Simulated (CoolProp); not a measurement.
The fluid at 298.15 K and 0.993 MPa is compressed adiabatically to 1.95 MPa with isentropic efficiency 1. The same conditions are run with several fluids, on thermodynamics alone (safety and materials aside).

Values from CoolProp's reference Helmholtz-energy equation of state of each fluid (R1132(E): Akasaka 2024; carbon dioxide: Span 1996; nitrous oxide: Lemmon 2006; oxygen: Schmidt 1985).

Question: Rank R1132(E), carbon dioxide, nitrous oxide, oxygen by work (kJ/kg), highest first.

Answer: oxygen (57.4), carbon dioxide (38.8), nitrous oxide (38.5), R1132(E) (23.4)

| fluid | final temperature (K) | final density (kg/m³) |
|---|---|---|
| R1132(E) | 332.5 | 54.9 |
| carbon dioxide | 347.5 | 31.6 |
| nitrous oxide | 346.1 | 32.0 |
| oxygen | 361.1 | 20.8 |

Above 300 K oxygen's equation is extrapolated.
